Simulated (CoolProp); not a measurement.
Model: reference Helmholtz-energy equation of state, Lemmon 2005, in CoolProp. It is a short technical equation, of lower accuracy than the large ones.

Problem. Give the vapour pressure (bar), vapour density (kg/m³), enthalpy of vaporisation (kJ/kg), liquid cp (kJ/(kg K)) of saturated trans-2-butene at -16.85, 13.75 °C.

Solution. 
| T (°C) | p (bar) | vapour density (kg/m³) | enthalpy of vaporisation (kJ/kg) | liquid cp (kJ/(kg K)) |
|---|---|---|---|---|
| -16.85 | 0.488 | 1.32 | 421 | 2.16 |
| 13.75 | 1.62 | 4.03 | 393 | 2.28 |
